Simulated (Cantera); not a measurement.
An adiabatic, constant-volume homogeneous reactor starts with 3.04 % CH4, 20.3 % O2, 76.3 % N2, 0.335 % C2H6, equivalence ratio 0.36, at 1775 K and 7200 Torr.

Model: GRI-Mech 3.0 (53 species, 325 reactions), integrated in Cantera.

Question: Predict: time of steepest temperature rise; temperature at 1.00 s; equilibrium temperature; x(O2) at 1.00 s; x(N2O) at 1.00 s; x(CO) at 1.00 s; x(H2O2) at 1.00 s; x(NO2) at 1.00 s.

Answer: time of steepest temperature rise: 6.89 µs
temperature at 1.00 s: 2607 K
equilibrium temperature: 2607 K
x(O2) at 1.00 s: 0.118 (gas-phase equilibrium 0.118)
x(N2O) at 1.00 s: 4.12e-6 (gas-phase equilibrium 4.12e-6)
x(CO) at 1.00 s: 0.00174 (gas-phase equilibrium 0.00174)
x(H2O2) at 1.00 s: 7.52e-7 (gas-phase equilibrium 7.52e-7)
x(NO2) at 1.00 s: 4.53e-5 (gas-phase equilibrium 4.53e-5)
